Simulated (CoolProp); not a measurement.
Computed with CoolProp (reference Helmholtz-energy equation of state, Thol 2017).

### Question
For octamethyltrisiloxane (MDM), give the phase and the cp (kJ/(kg K)), cv (kJ/(kg K)), speed of sound (m/s) at 575 K and 5.23 MPa; 575 K and 10.5 MPa; 575 K and 11.8 MPa.

### Answer
- 575 K and 5.23 MPa: supercritical; cp 2.44, cv 2.12, speed of sound 267
- 575 K and 10.5 MPa: supercritical; cp 2.36, cv 2.12, speed of sound 386
- 575 K and 11.8 MPa: supercritical; cp 2.35, cv 2.12, speed of sound 409
